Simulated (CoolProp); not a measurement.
Saturation properties of n-heptane.

Computed with CoolProp (reference Helmholtz-energy equation of state, Span 2003). It is a short technical equation, of lower accuracy than the large ones.

```
T (K)   p (MPa)  vapour density (kg/m³)  enthalpy of vaporisation (kJ/kg)  liquid cp (kJ/(kg K))  liquid viscosity (µPa s)
-----  --------  ----------------------  --------------------------------  ---------------------  ------------------------
268.5  0.001136                 0.05110                             383.5                  2.138                       555
284.2  0.002914                  0.1241                             373.7                  2.190                       456
299.9  0.006642                  0.2689                             364.0                  2.247                       382
315.6   0.01372                  0.5309                             354.2                  2.309                       325
331.4   0.02622                  0.9734                             344.2                  2.375                       280
347.1   0.04652                   1.667                             333.9                  2.444                       243
362.8   0.07782                   2.704                             323.1                  2.516                       212
378.6    0.1241                   4.209                             311.7                  2.592                       187
394.3    0.1891                   6.294                             299.7                  2.671                       165
410      0.2776                   9.132                             286.7                  2.754                       146
425.7    0.3946                   12.93                             272.7                  2.843                       129
441.5    0.5468                   18.00                             257.2                  2.940                       114
457.2    0.7382                   24.67                             240.0                  3.050                       101
472.9    0.9762                   33.59                             220.5                  3.183                      88.8
488.6     1.268                   45.76                             197.6                  3.360                      77.3
```

It boils at 371.5 K under 1 atm.

Viscosity comes from a separate model (Michailidou 2014).
